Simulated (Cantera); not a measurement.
Charge: 1 mol CaCO3, 0.13 mol CO2, 1.9 mol O2, at 0.0100 bar.

Method: chemical equilibrium by Gibbs-energy minimisation in Cantera with the NASA 1993 tables (ideal gas, pure condensed phases). Candidate condensed phases: C, Ca, CaCO3, CaO; 15 gas species. Rates play no part. All values below are at 1825 K.

Base state: O2 0.626, CO2 0.371, CO 0.00125, O 0.00122 (mole fractions); condensed: CaO(s).

Problem. What changes in the equilibrium state with this change: pressure from 0.0100 bar to 1 atm?

Solution. 
```
species       before     after
-----------  -------  --------
O2             0.626     0.627
CO2            0.371     0.373
CO           0.00125  0.000124
O            0.00122  0.000121
CaO(s), mol     1.00      1.00
```
